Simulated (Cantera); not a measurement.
Premixed flame

A freely propagating, adiabatic, planar premixed flame of 25.8 % H₂, 15.5 % O₂, 58.6 % N₂, equivalence ratio 0.83, unburnt at 375 K and 1.01 bar; mixture-averaged transport, grid criteria slope 0.08 and curve 0.16, no radiation.

Detailed kinetics in Cantera: the H2/O2 subset of GRI-Mech 3.0, which has no nitrogen chemistry. Burning velocities carry a grid error of a few per cent, more on coarse grids.

```
z (mm)   T (K)  u (m/s)     x H₂    x O₂       x O     x HO₂      x OH     x H₂O
-------  -----  -------  -------  ------  --------  --------  --------  --------
-1.09      375     2.61    0.258   0.155     <1e-8     <1e-8     <1e-8     <1e-8
-0.730     375     2.61    0.258   0.155     <1e-8     <1e-8     <1e-8     <1e-8
-0.547     375     2.61    0.258   0.156     <1e-8     <1e-8     <1e-8   9.34e-8
-0.365     375     2.61    0.257   0.156   1.03e-8   2.57e-7     <1e-8   2.45e-6
-0.182     397     2.72    0.245   0.158   1.51e-6  0.000103   8.50e-6  0.000727
-0.0912    662     4.38    0.203   0.154  0.000152  0.000344  0.000891    0.0233
0         1113     7.14    0.125   0.123   0.00290  0.000128   0.00224    0.0977
0.0912    1433     9.09   0.0568  0.0746   0.00848   6.24e-5   0.00690     0.183
0.182     1605     10.1   0.0319  0.0519    0.0106   3.73e-5    0.0107     0.220
0.365     1775     11.1   0.0242  0.0429   0.00951   2.40e-5    0.0134     0.238
0.730     1930     12.0   0.0198  0.0389   0.00694   1.56e-5    0.0142     0.250
1.46      2060     12.7   0.0142  0.0357   0.00441   9.42e-6    0.0133     0.263
2.92      2157     13.2  0.00871  0.0334   0.00245   5.50e-6    0.0111     0.274
```
x: mole fraction of selected species; z is measured from the peak of heat release.

```yaml
laminar_burning_velocity: 261 cm/s
thermal_thickness: 0.365 mm
peak x(O): 0.0106
peak x(HO₂): 0.000449
peak x(OH): 0.0142
grid_points: 110
```
